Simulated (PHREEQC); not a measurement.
Consider water at 30 °C with 0.029 mol HF, 0.001 mol (CH3)4NF and 0.00038 mol H4SiO4 per kg of water. Closed to the air; pH follows from the charge balance.

All values are PHREEQC results (ion-association model, phreeqc.dat), not measurements.

Precipitation was switched off in this run.

### Question
Order these F species by the share of F that they hold, largest first: HF, SiF6-2, HF2-, F-.

### Answer
HF (77 %), F- (13 %), SiF6-2 (7.6 %), HF2- (2.4 %)

The pH is 2.42 and the ionic strength 0.00549 mol/kgw. Species that the database lacks are ignored. (CH3)4N+ isn't in the database: it is added as a free cation with an ion size of 4 Å. SiF6-2 is the database's only silicon fluoride.
